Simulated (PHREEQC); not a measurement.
Solution A (0.071 mol KH2PO4 and 0.14 mol K2HPO4 per kg of water) is mixed with solution B (15 mmol/kgw HF, 8.6 mmol/kgw NaF, 0.0024 mmol/kgw H4SiO4 and 150 mmol/kgw HCl) at 85 °C; shares are by mass of water, 1 kg in all. O2 is buffered at 0.21 atm. No CO2 enters from the air. Solids allowed: Chalcedony, Halite, Sylvite. Others were left out.

The series has 11 steps of share of solution B, from 0 to 1.

All values are PHREEQC results (ion-association model, phreeqc.dat), not measurements.

**Question.** Between which two steps does the pH jump most, and from what to what?

**Answer.** Between share of solution B = 0.4 and 0.5: from 5.80 to 3.48.

At this temperature some constants are extrapolated from 25 °C, and those without enthalpy data are left unchanged. SiF6-2 is the database's only silicon fluoride.
